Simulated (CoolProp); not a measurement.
Properties of o-xylene at several states (Tc = 357.1 °C, pc = 3.737 MPa, ω = 0.312).

Values from CoolProp's reference Helmholtz-energy equation of state, Zhou 2012.

```csv
T (°C),p (MPa),phase,cv (kJ/(kg K)),speed of sound (m/s),conductivity (mW/(m K)),Prandtl number,fugacity coefficient
0.75,0.854,liquid,1.313,1444,137,13.7,0.0002263
190.45,0.124,gas,1.784,188.1,28.5,0.663,0.9635
131.75,5.59,liquid,1.706,984.1,107,5.67,0.01542
328.85,0.82,gas,2.196,199.8,42.5,0.731,0.9062
160.25,1.31,liquid,1.799,845.8,97.7,5.14,0.1140
264.65,0.0937,gas,1.996,206.1,35.7,0.679,0.9841
```

Viscosity comes from a separate model (Cao 2016). Thermal conductivity comes from a separate model (Mylona 2014).
